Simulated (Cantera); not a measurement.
Charge: 1 mol CsOH, 0.34 mol H2, 5.8 mol H2O, held at 1875 °C and 2.00 mbar.

Method: chemical equilibrium by Gibbs-energy minimisation in Cantera with the NASA 1993 tables (ideal gas, pure condensed phases). Candidate condensed phases: Cs, CsOH, H2O; 15 gas species. The numbers say what is thermodynamically allowed, not how fast it happens.

Base state: H2O 0.707, Cs 0.0891, H2 0.0724, CsOH 0.0351, O2 0.0319, OH 0.0315, H 0.0251, O 0.00770 (mole fractions); condensed: gas only.

Problem. What changes in the equilibrium state with this change: pressure from 2.00 mbar to 66.0 Pa?

Solution. 
```tsv
species	before	after
H2O	0.707	0.633
Cs	0.0891	0.100
H2	0.0724	0.0942
H	0.0251	0.0498
O	0.00770	0.0161
CsOH	0.0351	0.0178
O2	0.0319	0.0457
OH	0.0315	0.0431
CsO	0.000109	8.43e-5
```

Problem. What changes in the equilibrium state with this change: temperature from 1875 °C to 1050 °C?

Solution. 
| species | before | after |
|---|---|---|
| H2O | 0.707 | 0.819 |
| CsOH | 0.0351 | 0.128 |
| H2 | 0.0724 | 0.0415 |
| Cs | 0.0891 | 0.0117 |
| O2 | 0.0319 | 3.28e-9 |
| OH | 0.0315 | 2.06e-6 |
| H | 0.0251 | 7.22e-6 |
| O | 0.00770 | <1e-9 |
| CsO | 0.000109 | 7.34e-9 |

Problem. What changes in the equilibrium state with this change: temperature from 1875 °C to 1825 °C?

Solution. 
```tsv
species	before	after
H2O	0.707	0.740
Cs	0.0891	0.0845
H2	0.0724	0.0607
H	0.0251	0.0170
OH	0.0315	0.0246
O2	0.0319	0.0255
CsOH	0.0351	0.0424
O	0.00770	0.00490
CsO	0.000109	9.42e-5
```
